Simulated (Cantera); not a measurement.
## Hydrocarbon pyrolysis for carbon deposition

An isothermal, constant-pressure homogeneous reactor starts with 47.6 % CH₄, 52.4 % H₂, at 1875 K and 0.0200 bar.

Detailed kinetics in Cantera: GRI-Mech 3.0 (53 species, 325 reactions). GRI-Mech 3.0 stops at C3 and has no aromatics, soot or wall deposition, so with more carbon than oxygen in the feed, carbon stays in small species such as C2H2 where larger ones or solid carbon would form. Radical loss at walls, strong at low pressure, is not modelled.

```csv
t (s),x CH₄,x H₂,x H,x CH₂,x C₂H₆,x C₂H₄
0.000400,0.474,0.524,0.000114,3.96e-7,5.72e-6,4.30e-5
0.000872,0.470,0.525,0.000249,1.67e-6,3.46e-5,0.000438
0.00190,0.452,0.533,0.000572,6.23e-6,0.000161,0.00379
0.00414,0.363,0.587,0.00127,1.47e-5,0.000360,0.0149
0.00902,0.208,0.692,0.00175,1.28e-5,0.000165,0.00772
0.0197,0.106,0.763,0.00206,9.14e-6,4.81e-5,0.00200
0.0428,0.0476,0.803,0.00242,6.47e-6,1.15e-5,0.000478
0.0934,0.0184,0.823,0.00294,4.29e-6,2.13e-6,0.000119
0.203,0.00613,0.831,0.00360,2.43e-6,2.99e-7,5.02e-5
0.443,0.00201,0.833,0.00409,1.10e-6,3.71e-8,3.95e-5
0.966,0.000759,0.834,0.00424,4.58e-7,5.63e-9,3.81e-5
2.11,0.000351,0.835,0.00426,2.17e-7,1.33e-9,3.79e-5
4.59,0.000226,0.835,0.00426,1.41e-7,6.42e-10,3.79e-5
10.0,0.000207,0.835,0.00427,1.29e-7,5.63e-10,3.79e-5
```
x: mole fraction; the columns are a selection and need not sum to one.

Equilibrium at this temperature and pressure: CH₄ 0.000207, H₂ 0.835, H 0.00427, CH₂ 1.29e-7, C₂H₆ 5.62e-10, C₂H₄ 3.79e-5 (gas phase only).
